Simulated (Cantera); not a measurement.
An adiabatic, constant-volume homogeneous reactor starts with H2 : O2 : N2 = 1 : 0.893 : 3.36 (molar parts), equivalence ratio 0.56, at 1025 K and 255 Torr. Integrator tolerance rtol = 1e-08.

Model: the H2/O2 subset of GRI-Mech 3.0, which has no nitrogen chemistry, integrated in Cantera.

### Question
What does this change do: pressure from 255 Torr to 615 Torr?

### Answer
```tsv
quantity	before	after
time of steepest temperature rise	0.391 ms	0.207 ms
temperature at 0.800 s	2522 K	2559 K
equilibrium temperature	2522 K	2559 K
x(H2) at 0.800 s	0.00526 (gas-phase equilibrium 0.00526)	0.00404 (gas-phase equilibrium 0.00404)
x(O2) at 0.800 s	0.0778 (gas-phase equilibrium 0.0778)	0.0783 (gas-phase equilibrium 0.0783)
x(H2O) at 0.800 s	0.193 (gas-phase equilibrium 0.193)	0.196 (gas-phase equilibrium 0.196)
x(OH) at 0.800 s	0.0180 (gas-phase equilibrium 0.0180)	0.0162 (gas-phase equilibrium 0.0162)
x(O) at 0.800 s	0.00519 (gas-phase equilibrium 0.00519)	0.00396 (gas-phase equilibrium 0.00396)
```

### Question
What does this change do: constant pressure in place of constant volume?

### Answer
```json
[
 {"quantity": "time of steepest temperature rise", "before": "0.391 ms", "after": "0.401 ms"},
 {"quantity": "temperature at 0.800 s", "before": "2522 K", "after": "2306 K"},
 {"quantity": "equilibrium temperature", "before": "2522 K", "after": "2306 K"},
 {"quantity": "x(H2) at 0.800 s", "before": "0.00526 (gas-phase equilibrium 0.00526)", "after": "0.00264 (gas-phase equilibrium 0.00264)"},
 {"quantity": "x(O2) at 0.800 s", "before": "0.0778 (gas-phase equilibrium 0.0778)", "after": "0.0797 (gas-phase equilibrium 0.0797)"},
 {"quantity": "x(H2O) at 0.800 s", "before": "0.193 (gas-phase equilibrium 0.193)", "after": "0.201 (gas-phase equilibrium 0.201)"},
 {"quantity": "x(OH) at 0.800 s", "before": "0.0180 (gas-phase equilibrium 0.0180)", "after": "0.0110 (gas-phase equilibrium 0.0110)"},
 {"quantity": "x(O) at 0.800 s", "before": "0.00519 (gas-phase equilibrium 0.00519)", "after": "0.00251 (gas-phase equilibrium 0.00251)"}
]
```

### Question
What does this change do: pressure from 255 Torr to 600 Torr?

### Answer
```tsv
quantity	before	after
time of steepest temperature rise	0.391 ms	0.209 ms
temperature at 0.800 s	2522 K	2558 K
equilibrium temperature	2522 K	2558 K
x(H2) at 0.800 s	0.00526 (gas-phase equilibrium 0.00526)	0.00407 (gas-phase equilibrium 0.00407)
x(O2) at 0.800 s	0.0778 (gas-phase equilibrium 0.0778)	0.0783 (gas-phase equilibrium 0.0783)
x(H2O) at 0.800 s	0.193 (gas-phase equilibrium 0.193)	0.195 (gas-phase equilibrium 0.195)
x(OH) at 0.800 s	0.0180 (gas-phase equilibrium 0.0180)	0.0163 (gas-phase equilibrium 0.0163)
x(O) at 0.800 s	0.00519 (gas-phase equilibrium 0.00519)	0.00399 (gas-phase equilibrium 0.00399)
```
